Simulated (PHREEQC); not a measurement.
1 kg of water holding 0.52 mol/kgw Na2SO4, 0.0027 mol/kgw Na2B4O7, 0.073 mol/kgw KCl and 0.12 mol/kgw NaCl is evaporated at 25 °C; the solids stay in contact with the brine. The system is closed to CO2. Only these solids could form: Arcanite, Glaserite, Halite, Mirabilite, Misenite, Sylvite, Thenardite, Borax, Boric_acid,s, KB5O8:4H2O, K2B4O7:4H2O, NaBO2:4H2O, NaB5O8:5H2O, Teepleite.

Equilibrium calculation in PHREEQC: Pitzer model, pitzer.dat.

**Question.** Predict ionic strength, Mirabilite (mol), pH at water left (kg) = 0.8219, 0.2468.

**Answer.** 
| water left (kg) | ionic strength | Mirabilite (mol) | pH |
|---|---|---|---|
| 0.8219 | 2.14 | 0 | 8.87 |
| 0.2468 | 6.68 | 0.0361 | 8.69 |
